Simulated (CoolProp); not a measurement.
Vapour-liquid equilibrium of benzene (1) + n-dodecane (2) at 493.4 K; x and y are mole fractions of (1).

Computed with CoolProp (multi-fluid Helmholtz-energy mixture model, Thol 2012 and Lemmon 2004; pair parameters Bell 2016).

```
x      bubble pressure, mixture model (MPa)  bubble pressure, Raoult's law (MPa)  y, mixture model  y, Raoult's law
-----  ------------------------------------  -----------------------------------  ----------------  ---------------
0.05                                 0.1672                               0.2039             0.346            0.482
0.125                                0.2633                               0.3430             0.602            0.716
0.2                                  0.3716                               0.4821             0.732            0.815
0.275                                0.4891                               0.6212             0.807            0.870
0.35                                 0.6135                               0.7602             0.856            0.905
0.425                                0.7434                               0.8993             0.889            0.929
0.5                                  0.8781                                1.038             0.914            0.946
0.575                                 1.018                                1.177             0.933            0.960
0.65                                  1.164                                1.317             0.949            0.970
0.725                                 1.317                                1.456             0.962            0.979
0.8                                   1.480                                1.595             0.974            0.986
0.875                                 1.653                                1.734             0.984            0.992
0.95                                  1.837                                1.873             0.994            0.997
```

The largest gap from Raoult's law is -23.2 % in bubble pressure, at x = 0.125. No azeotrope shows between x = 0.05 and 0.95.

The pair parameters rest on a limited set of measurements; away from them the model extrapolates.
